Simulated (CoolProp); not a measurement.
Vapour-liquid equilibrium of ethylene (1) + isobutane (2) at 0.088 MPa; x and y are mole fractions of (1).

Values from CoolProp's multi-fluid Helmholtz-energy mixture model, Smukala 2000 and Bücker 2006; pair parameters Bell 2016.

Question: Give the bubble temperature and the first vapour's composition at x = 0.425, 0.65, 0.725. Is there an azeotrope?

Answer: x = 0.425: -89.1 °C, y = 0.993; x = 0.65: -98.2 °C, y = 0.998; x = 0.725: -100.3 °C, y = 0.999. No azeotrope shows between x = 0.05 and 0.95.

The pair parameters rest on a limited set of measurements; away from them the model extrapolates.
